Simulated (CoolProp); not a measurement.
Vapour-liquid equilibrium of diethyl ether (1) + methanol (2) at 0.216 MPa; x and y are mole fractions of (1).

Computed with CoolProp (multi-fluid Helmholtz-energy mixture model, Thol 2014 and de Reuck 1993; pair parameters Bell 2016).

```tsv
x	bubble temperature (K)	y at the bubble point	dew temperature at overall composition x (K)	liquid density (mol/L)
0.05	352.5	0.207	356.9	21.41
0.15	344.6	0.449	354.2	19.11
0.25	339.7	0.572	351.3	17.14
0.35	336.7	0.643	348.1	15.46
0.45	334.8	___	344.5	14.03
0.55	333.4	0.731	___	12.80
0.65	___	0.770	336.5	11.74
0.75	331.4	0.815	332.8	10.82
0.85	330.8	0.871	331.0	10.03
0.95	330.6	0.948	330.6	9.333
```

Q: Complete the blanks.

A: 
- 0.45, y at the bubble point: 0.692
- 0.55, dew temperature at overall composition x (K): 340.6
- 0.65, bubble temperature (K): 332.3

y crosses x between x = 0.85 and 0.95: the model has an azeotrope there.

The pair parameters rest on a limited set of measurements; away from them the model extrapolates.
